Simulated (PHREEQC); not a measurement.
A solution holds 0.00015 mol/kgw CaSO4, 0.0052 mol/kgw NaHCO3 and 0.0027 mol/kgw MgSO4, at 20 °C. Closed to the air; pH follows from the charge balance.

All values are PHREEQC results (ion-association model, phreeqc.dat), not measurements.

No solid was allowed to form.

Task: Order these Ca species by the share of Ca that they hold, largest first: CaCO3, CaSO4, Ca+2, CaHCO3+.

Result: Ca+2 (82 %), CaSO4 (13 %), CaHCO3+ (3.0 %), CaCO3 (2.0 %)

Task: Order these Mg species by the share of Mg that they hold, largest first: MgSO4, MgHCO3+, Mg+2, MgCO3.

Result: Mg+2 (80 %), MgSO4 (16 %), MgHCO3+ (2.9 %), MgCO3 (1.1 %)

The pH is 8.14 and the ionic strength 0.0145 mol/kgw.
